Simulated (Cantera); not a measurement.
Input (Python, Cantera) and output of one run.

```python
import numpy as np
import cantera as ct

gas_names = """
    C CH CH2 CH3 CH2OH CH3O CH4 CH3OH CO CO2 COOH C2 C2H CHCO,ketyl C2H2,acetylene C2H2,vinylidene
    CH2CO,ketene C2H3,vinyl CH3CO,acetyl C2H4 C2H4O,ethylen CH3CHO,ethanal CH3COOH (HCOOH)2 C2H5 C2H6
    CH3OCH3 C2H5OH C2O C3 C3H3,propargyl C3H4,allene C3H4,propyne C3H4,cyclo- C3H5,allyl C3H6,propylene
    C3H6,cyclo- C3H6O C3H7,n-propyl C3H7,i-propyl C3H8 C3H8O,1propanol C3H8O,2propanol C3O2 C4 C4H2
    C4H4,1,3-cyclo- C4H6,butadiene C4H6,2-butyne C4H6,cyclo- C4H8,1-butene C4H8,cis2-buten
    C4H8,tr2-butene C4H8,isobutene C4H8,cyclo- (CH3COOH)2 C4H9,n-butyl C4H9,i-butyl C4H9,s-butyl
    C4H9,t-butyl C4H10,isobutane C4H10,n-butane C5 C5H6,1,3cyclo- C5H8,cyclo- C5H10,1-pentene
    C5H10,cyclo- C5H11,pentyl C5H11,t-pentyl C5H12,n-pentane C5H12,i-pentane CH3C(CH3)2CH3 C6H2
    C6H5,phenyl C6H5O,phenoxy C6H6 C6H5OH,phenol C6H10,cyclo- C6H12,1-hexene C6H12,cyclo- C6H13,n-hexyl
    C7H7,benzyl C7H8 C7H8O,cresol C7H14,1-heptene C7H15,n-heptyl C7H16,n-heptane C8H8,styrene
    C8H10,ethylbenz C8H16,1-octene C8H17,n-octyl C8H18,isooctane C8H18,n-octane C9H19,n-nonyl
    C10H8,naphthale C10H21,n-decyl C12H9,o-bipheny C12H10,bipheny Ca CaO CaOH CaO2H2 Ca2 H HCO HO2 H2
    HCHO,formaldehy HCOOH H2O H2O2 O OH O2 O3
""".split()
cond_names = """
    C(gr) C6H6(L) C7H8(L) C8H18(L),n-octa Ca(a) Ca(b) Ca(L) CaCO3(caL) CaO(s) CaO(L) CaO2H2(s) H2O(s)
    H2O(L)
""".split()


def load(file, names, dense=False):
    # The tables refer to 1 bar. Condensed volumes are neglected.
    table = {s.name: s for s in ct.Species.list_from_file(file)}
    out = []
    for n in names:
        d = dict(table[n].input_data)
        d["thermo"] = dict(d["thermo"], **{"reference-pressure": 1e5})
        if dense:
            d["equation-of-state"] = {"model": "constant-volume", "density": "1e6 g/cm^3"}
        out.append(ct.Species.from_dict(d))
    return out


gas = ct.Solution(thermo="ideal-gas", species=load("nasa_gas.yaml", gas_names))
cond = {s.name: ct.Solution(thermo="fixed-stoichiometry", species=[s], name=s.name)
        for s in load("nasa_condensed.yaml", cond_names, dense=True)}
atoms = {
    'Ca(OH)2': {'Ca': 1, 'O': 2, 'H': 2},
    'CO2': {'C': 1, 'O': 2},
    'H2O': {'H': 2, 'O': 1},
}
top_T = {'C(gr)': 4500}  # K; cautious upper limits of use, not melting points


def equilibrate(T, P, feed):
    n = {}
    for name, mol in feed.items():
        for a, k in atoms[name].items():
            n[a] = n.get(a, 0.0) + k * mol
    gas.TPX = T, P, n
    mass = sum(n.values()) * gas.mean_molecular_weight
    gas.equilibrate("TP")
    valid = [c for c in cond.values() if c.min_temp <= T <= top_T.get(c.name, c.max_temp)]
    mix = ct.Mixture([(gas, mass / gas.mean_molecular_weight)] + [(c, 0.0) for c in valid])
    mix.T, mix.P = T, P
    mix.equilibrate("TP", solver="vcs", rtol=1e-11, max_steps=5000)
    return mix


results = []
feed = {'Ca(OH)2': 1, 'CO2': 0.065, 'H2O': 0.042}  # mol
P = 4700  # Pa
for T in [623, 773, 923, 1073, 1223, 1373, 1523, 1673, 1823, 1973, 2123, 2273]:
    mix = equilibrate(T, P, feed)
    results.append((T, P, feed, dict(zip(mix.species_names, mix.species_moles))))

top = {s: max(r[3][s] / sum(r[3][g] for g in gas_names) for r in results) for s in gas_names}
cols = sorted((s for s in top if top[s] > 1e-05), key=lambda s: -top[s])[:8]
seen = [c for c in cond_names if any(r[3].get(c, 0) > 1e-12 for r in results)]
print("log10 of partial pressures in bar; condensed amounts in mol")
print(f"{'T/K':>10s}" + "".join(f"{s[:9]:>10s}" for s in cols + seen))
for T, P, feed, n in results:
    ng = sum(n[g] for g in gas_names)
    print(f"{T:10.4g}" + "".join(f"{np.log10(max(n[s] / ng * P / 1e5, 1e-99)):10.3f}" for s in cols)
          + "".join(f"{n.get(c, 0):10.4g}" for c in seen))
```

Output:

```
log10 of partial pressures in bar; condensed amounts in mol
       T/K       H2O       CO2        H2        OH        O2        CO         H         O CaCO3(caL    CaO(s) CaO2H2(s)
       623    -1.328    -6.229   -12.680   -15.303   -12.981   -18.907   -21.968   -24.254     0.065         0     0.935
       773    -1.329    -3.902   -10.017   -12.004   -10.320   -13.300   -17.050   -18.832   0.06222    0.9378         0
       923    -1.354    -2.559    -8.230    -9.786    -8.524    -9.745   -13.726   -15.166         0         1         0
      1073    -1.354    -2.559    -6.925    -8.173    -7.213    -8.164   -11.316   -12.512         0         1         0
      1223    -1.354    -2.559    -5.937    -6.953    -6.219    -6.977    -9.490   -10.503         0         1         0
      1373    -1.354    -2.559    -5.163    -5.999    -5.440    -6.054    -8.059    -8.930         0         1         0
      1523    -1.355    -2.560    -4.540    -5.232    -4.813    -5.317    -6.906    -7.665         0         1         0
      1673    -1.356    -2.563    -4.028    -4.603    -4.298    -4.716    -5.958    -6.625         0         1         0
      1823    -1.359    -2.570    -3.601    -4.079    -3.869    -4.221    -5.164    -5.756         0         1         0
      1973    -1.365    -2.589    -3.241    -3.638    -3.509    -3.812    -4.490    -5.020         0    0.9999         0
      2123    -1.379    -2.625    -2.935    -3.264    -3.207    -3.480    -3.913    -4.392         0    0.9997         0
      2273    -1.404    -2.690    -2.676    -2.951    -2.958    -3.221    -3.414    -3.852         0    0.9993         0
```

Equilibrium computed with Cantera from the NASA thermochemical tables; the gas is ideal and each condensed phase is pure.
